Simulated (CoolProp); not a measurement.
A closed Brayton cycle with carbon dioxide: compressor inlet 311.15 K and 9.5 MPa, high pressure 19.5 MPa, turbine inlet 950 K, compressor efficiency 0.89, turbine efficiency 0.93, recuperator effectiveness 0.8 (on enthalpy, no pinch check). Each further row changes one setting.

Computed with CoolProp (reference Helmholtz-energy equation of state, Span 1996).

```json
[
 {"case": "as stated", "thermal efficiency (%)": "28.2", "net work (kJ/kg)": "99.8", "compressor to turbine work": "0.14", "compressor exit (K)": "333.1", "turbine exit (K)": "851.6"},
 {"case": "turbine inlet 900 K", "thermal efficiency (%)": "27.8", "net work (kJ/kg)": "93.2", "compressor to turbine work": "0.15", "compressor exit (K)": "333.1", "turbine exit (K)": "805.1"},
 {"case": "compressor inlet 321.15 K", "thermal efficiency (%)": "28.6", "net work (kJ/kg)": "90.4", "compressor to turbine work": "0.22", "compressor exit (K)": "367.4", "turbine exit (K)": "851.6"},
 {"case": "high pressure 16.6 MPa", "thermal efficiency (%)": "24.4", "net work (kJ/kg)": "79.4", "compressor to turbine work": "0.13", "compressor exit (K)": "327.8", "turbine exit (K)": "873.2"},
 {"case": "recuperator effectiveness 0.5", "thermal efficiency (%)": "18.3", "net work (kJ/kg)": "99.8", "compressor to turbine work": "0.14", "compressor exit (K)": "333.1", "turbine exit (K)": "851.6"}
]
```
